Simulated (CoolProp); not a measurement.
The numbers come from the reference Helmholtz-energy equation of state, Tillner-Roth 1997 in CoolProp.

For CH2F2 (R32), give the phase and the density (kg/m³), cp (kJ/(kg K)), Prandtl number, fugacity coefficient at 178.1 K and 22 MPa; 281.4 K and 22 MPa; 315.8 K and 22 MPa.


- 178.1 K and 22 MPa: liquid; density 1350, cp 1.53, Prandtl number 4.89, fugacity coefficient 0.000472
- 281.4 K and 22 MPa: liquid; density 1100, cp 1.61, Prandtl number 1.76, fugacity coefficient 0.0625
- 315.8 K and 22 MPa: liquid; density 998, cp 1.70, Prandtl number 1.54, fugacity coefficient 0.135

Viscosity comes from a separate model (Bell 2016), an estimate that may be off by 10 % or more. Thermal conductivity comes from a separate model (Huber 2003), an estimate that may be off by 10 % or more.
